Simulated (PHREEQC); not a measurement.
Consider water at 20 °C with 0.63 mol/kgw MgSO4 and 0.023 mol/kgw NaHCO3. Closed to the air; pH follows from the charge balance.

Computed with PHREEQC (Pitzer model, pitzer.dat).

Precipitation was switched off in this run.

Order these C species by the share of C that they hold, largest first: CO3-2, CO2, HCO3-, MgCO3.

HCO3- (92 %), CO2 (3.9 %), CO3-2 (2.2 %), MgCO3 (1.7 %)

The pH is 7.22 and the ionic strength 2.54 mol/kgw. The solution is supersaturated, for example in Magnesite (slow to form), so a real one may precipitate; this is no full list. In brines, pH and single-ion activities rest on the MacInnes convention.
